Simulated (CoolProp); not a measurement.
Vapour-liquid equilibrium of R13 (1) + n-butane (2) at 206.7 K; x and y are mole fractions of (1).

Model: multi-fluid Helmholtz-energy mixture model, Platzer 1990 and Bücker 2006; pair parameters Bell 2016, in CoolProp. This equation is an older, rougher fit; its heat capacities, sound speeds and derivatives of the liquid may be far off and weren't checked against measurements.

Q: Give the bubble pressure and the first vapour's composition at x = 0.5, 0.65, 0.95. Is there an azeotrope?

A: x = 0.5: 1.377 bar, y = 0.983; x = 0.65: 1.560 bar, y = 0.987; x = 0.95: 2.011 bar, y = 0.998. No azeotrope shows between x = 0.05 and 0.95.

Pair parameters are fitted to limited data, so mixtures are less certain than the pure fluids. With so large a gap from Raoult's law the liquid may split in two, which this calculation doesn't test in full.
